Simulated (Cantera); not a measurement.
Feed: 1 mol AlI₃, 1.9 mol NH₃, 300 mol H₂, equilibrated at 7.50 Torr.

Equilibrium computed with Cantera from the NASA thermochemical tables; the gas is ideal and each condensed phase is pure. Candidate condensed phases: Al, AlI₃, AlN, I₂; 19 gas species. Equilibrium is a limit: real reactors are often held back by kinetics, nucleation or transport. All values below are at 1427 °C.

Base state: H₂ 0.986, I 0.00573, AlI 0.00320, N₂ 0.00310, H 0.00146, HI 0.000846, Al 5.47e-5 (mole fractions); condensed: gas only.

Q: What changes in the equilibrium state with this change: AlI₃ replaced by Al(CH₃)₃?

A: 
```
species             before     after
----------------  --------  --------
H₂                   0.986     0.996
N₂                 0.00310   0.00170
H                  0.00146   0.00147
I                  0.00573         0
AlI                0.00320         0
Al                 5.47e-5  0.000603
HI                0.000846         0
HCN                      0  0.000151
C₂H₂ (acetylene)         0   7.31e-5
CH₄                      0   1.09e-5
AlN(s), mol              0     0.803
C(graphite), mol         0      2.90
```
The feed counts by its element totals alone. Further candidate phases: C, C₆H₆, C₇H₈, C₈H₁₈.
